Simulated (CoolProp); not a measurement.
Vapour-liquid equilibrium of ethylbenzene (1) + m-xylene (2) at 407.2 K; x and y are mole fractions of (1).

Values from CoolProp's multi-fluid Helmholtz-energy mixture model, Zhou 2012 and Zhou 2012; pair parameters Bell 2016.

```tsv
x	bubble pressure, mixture model (MPa)	bubble pressure, Raoult's law (MPa)	y, mixture model	y, Raoult's law
0.05	0.08884	0.08876	0.054	0.054
0.2	0.09012	0.08986	0.214	0.213
0.35	0.09134	0.09095	0.369	0.368
0.5	0.09248	0.09205	0.519	0.520
0.65	0.09354	0.09314	0.666	0.668
0.8	0.09452	0.09424	0.810	0.812
0.95	0.09542	0.09533	0.953	0.954
```

The largest gap from Raoult's law is +0.5 % in bubble pressure, at x = 0.5. No azeotrope shows between x = 0.05 and 0.95.

Pair parameters are fitted to limited data, so mixtures are less certain than the pure fluids.
